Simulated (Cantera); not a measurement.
# Equilibrium for nitride etching: Si₃N₄ + NF₃

Input: 1 mol Si₃N₄, a varied amount of NF₃, at 900 K and 2.40 mbar.

Cantera equilibrium calculation (NASA polynomials, part measured and part estimated; ideal gas, pure solids and liquids). Candidate condensed phases: Si, Si₃N₄; 16 gas species. Rates play no part.

From 0.72 mol NF₃ to 3.5 mol NF₃ the condensed part is Si₃N₄(s). From 4.2 mol NF₃ to 6.3 mol NF₃ nothing is condensed. The main Si-bearing gas is SiF₄ throughout.

| n(NF₃) (mol) | x N₂ | x SiF₄ | x F | x F₂ | n Si₃N₄(s) |
|---|---|---|---|---|---|
| 0.72 | 0.571 | 0.429 | <1e-12 | <1e-12 | 0.820 |
| 1.4 | 0.571 | 0.429 | <1e-12 | <1e-12 | 0.650 |
| 2.1 | 0.571 | 0.429 | <1e-12 | <1e-12 | 0.475 |
| 2.8 | 0.571 | 0.429 | <1e-12 | <1e-12 | 0.300 |
| 3.5 | 0.571 | 0.429 | <1e-12 | <1e-12 | 0.125 |
| 4.2 | 0.537 | 0.393 | 0.0616 | 0.00851 | 0 |
| 4.9 | 0.465 | 0.313 | 0.163 | 0.0595 | 0 |
| 5.6 | 0.420 | 0.263 | 0.214 | 0.103 | 0 |
| 6.3 | 0.389 | 0.227 | 0.247 | 0.137 | 0 |
x: gas mole fraction; n: condensed amount in mol.
